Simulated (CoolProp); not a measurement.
The numbers come from the reference Helmholtz-energy equation of state, Smukala 2000 in CoolProp.

**Question.** For ethylene, give the phase and the cp (kJ/(kg K)), cv (kJ/(kg K)) at 82.95 °C and 570 kPa.

**Answer.** 
- 82.95 °C and 570 kPa: gas; cp 1.77, cv 1.44
